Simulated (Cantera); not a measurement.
Charge: 1 mol C6H6, 0.68 mol H2, at 2825 K and 133 Pa.

Method: chemical equilibrium by Gibbs-energy minimisation in Cantera with the NASA 1993 tables (ideal gas, pure condensed phases). Candidate condensed phases: C, C6H6, C7H8, C8H18; 76 gas species. Kinetics and transport are ignored.

Base state: H 0.833, H2 0.116, C3 0.0321, C 0.00648, C2H2 (acetylene) 0.00421, C2H 0.00397, C2 0.00315, C5 0.000335 (mole fractions); condensed: C(graphite).

Q: What changes in the equilibrium state with this change: 0.21 mol N2 added?

A: 
| species | before | after |
|---|---|---|
| H | 0.833 | 0.805 |
| H2 | 0.116 | 0.108 |
| C3 | 0.0321 | 0.0321 |
| N2 | 0 | 0.0232 |
| HCN | 0 | 0.00727 |
| CN | 0 | 0.00467 |
| HNC | 0 | 0.00118 |
| N | 0 | 1.75e-5 |
| C2N2 | 0 | 1.01e-5 |
| C(graphite), mol | 5.13 | 5.01 |
